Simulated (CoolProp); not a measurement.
1-butene along the isotherm 251.85 °C: Z from the reference equation and from simpler models built on Tc = 146.1 °C, pc = 4006 kPa, ω = 0.192; each cubic takes its own stable root.

Values from CoolProp's reference Helmholtz-energy equation of state, Lemmon 2005. It is a short technical equation, of lower accuracy than the large ones.

```csv
p (kPa),phase,reference
31.7,gas,0.9987
53.4,gas,0.9978
90.2,gas,0.9963
152,gas,0.9937
257,gas,0.9894
433,gas,0.9821
732,gas,0.9696
1230,gas,0.9486
2080,gas,0.9122
3520,gas,0.8493
5930,supercritical,0.7458
10000,supercritical,0.6258
```

Q: How far does each simpler model (van der Waals, Redlich-Kwong) lie from the reference over these 12 states: mean and median of the absolute difference, and the worst?

A: 
- van der Waals: mean 1.2 %, median 0.1 %, worst -6.4 % at 251.85 °C and 5930 kPa
- Redlich-Kwong: mean 0.5 %, median 0.1 %, worst -2.1 % at 251.85 °C and 5930 kPa
